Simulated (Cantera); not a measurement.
**Stirred combustor or abatement burner**

A perfectly stirred reactor is fed with CH₄ : C₂H₆ : O₂ : N₂ = 1 : 0.47 : 4.1 : 30.3 (molar parts), equivalence ratio 0.89, at 10.0 bar; it is adiabatic with a 823 K inlet, and is followed from long to short residence time, starting on the burning branch (τ in s: 0.045, 0.018, 0.0071, 0.0028, 0.0011, 0.00045, 0.00018, 7.2e-05, 2.9e-05, 1.1e-05, 4.5e-06).

Computed with Cantera and GRI-Mech 3.0 (53 species, 325 reactions).

| τ (s) | T (K) | x CH₄ | x C₂H₆ | x O₂ | x H | x CO | x NO | x OH |
|---|---|---|---|---|---|---|---|---|
| 0.045 | 1932 | 3.00e-6 | 2.08e-7 | 0.0127 | 7.20e-6 | 0.000335 | 6.49e-5 | 0.000543 |
| 0.018 | 1929 | 5.72e-6 | 4.49e-7 | 0.0128 | 1.39e-5 | 0.000559 | 5.32e-5 | 0.000657 |
| 0.0071 | 1924 | 1.07e-5 | 9.50e-7 | 0.0130 | 2.89e-5 | 0.000969 | 4.87e-5 | 0.000818 |
| 0.0028 | 1915 | 2.02e-5 | 1.96e-6 | 0.0135 | 6.16e-5 | 0.00169 | 4.69e-5 | 0.00102 |
| 0.0011 | 1901 | 3.88e-5 | 4.01e-6 | 0.0142 | 0.000129 | 0.00291 | 4.52e-5 | 0.00126 |
| 0.00045 | 1880 | 7.61e-5 | 8.07e-6 | 0.0155 | 0.000245 | 0.00483 | 4.21e-5 | 0.00148 |
| 0.00018 | 1844 | 0.000169 | 1.77e-5 | 0.0178 | 0.000426 | 0.00815 | 3.48e-5 | 0.00161 |
| 7.2e-5 | 1755 | 0.000643 | 6.35e-5 | 0.0244 | 0.000503 | 0.0165 | 1.40e-5 | 0.00111 |
| 2.9e-5 | 823 | 0.0279 | 0.0131 | 0.114 | <1e-12 | <1e-12 | <1e-12 | <1e-12 |
| 1.1e-5 | 823 | 0.0279 | 0.0131 | 0.114 | <1e-12 | <1e-12 | <1e-12 | <1e-12 |
| 4.5e-6 | 823 | 0.0279 | 0.0131 | 0.114 | <1e-12 | <1e-12 | <1e-12 | <1e-12 |
x: mole fraction; the columns are a selection and need not sum to one.
